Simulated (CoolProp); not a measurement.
Saturation properties of carbon dioxide.

The numbers come from the reference Helmholtz-energy equation of state, Span 1996 in CoolProp.

| T (°C) | p (bar) | liquid density (kg/m³) | enthalpy of vaporisation (kJ/kg) | liquid cp (kJ/(kg K)) | vapour viscosity (µPa s) |
|---|---|---|---|---|---|
| -36.15 | 11.55 | 1101 | 315.3 | 2.032 | 12.0 |
| -29.95 | 14.30 | ___ | 303.4 | 2.073 | ___ |
| -23.75 | 17.51 | 1049 | 290.6 | 2.126 | 12.7 |
| -17.65 | 21.16 | 1021 | 277.1 | 2.193 | 13.1 |
| -11.45 | 25.41 | 990.4 | 262.3 | 2.282 | 13.5 |
| -5.25 | 30.25 | 957.6 | 246.0 | 2.403 | 14.1 |
| 0.95 | 35.74 | 921.7 | 228.0 | 2.573 | 14.7 |
| 7.15 | 41.92 | 881.5 | 207.6 | 2.830 | 15.4 |
| 13.25 | 48.76 | 835.9 | 184.2 | 3.255 | 16.3 |
| 19.45 | 56.55 | ___ | 155.0 | 4.138 | 17.7 |

Fill in the missing entries.


- -29.95, liquid density (kg/m³): 1076
- -29.95, vapour viscosity (µPa s): 12.3
- 19.45, liquid density (kg/m³): 779.2

Viscosity comes from a separate model (Laesecke 2017).
